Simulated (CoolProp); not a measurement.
Vapour-liquid equilibrium of ethane (1) + n-perfluorobutane (2) at 278 kPa; x and y are mole fractions of (1).

The numbers come from the multi-fluid Helmholtz-energy mixture model, Bücker 2006 and Gao 2022; pair parameters Bell 2016 in CoolProp.

```
x     bubble temperature, mixture model (°C)  bubble temperature, Raoult's law (°C)  y, mixture model  y, Raoult's law
----  --------------------------------------  -------------------------------------  ----------------  ---------------
0.05                                     ___                                    7.1             0.586            0.508
0.15                                   -36.6                                  -16.9               ___            0.836
0.25                                   -52.1                                  -31.0             0.975            0.928
0.35                                   -58.2                                  -40.5             0.985            0.963
0.45                                   -60.6                                  -47.4               ___            0.980
0.55                                     ___                                  -52.7             0.989            0.988
0.65                                   -62.3                                  -57.1             0.990            0.993
0.75                                   -63.2                                  -60.6             0.991            0.996
0.85                                     ___                                  -63.7             0.993            0.998
0.95                                     ___                                  -66.3             0.997            1.000
```

**Question.** Some entries are withheld; supply them.

**Answer.** 
- 0.05, bubble temperature, mixture model (°C): 0.9
- 0.15, y, mixture model: 0.932
- 0.45, y, mixture model: 0.987
- 0.55, bubble temperature, mixture model (°C): -61.6
- 0.85, bubble temperature, mixture model (°C): -64.5
- 0.95, bubble temperature, mixture model (°C): -66.4

The largest gap from Raoult's law is -21.1 K in bubble temperature, at x = 0.25. No azeotrope shows between x = 0.05 and 0.95.

The pair parameters rest on a limited set of measurements; away from them the model extrapolates. With so large a gap from Raoult's law the liquid may split in two, which this calculation doesn't test in full.
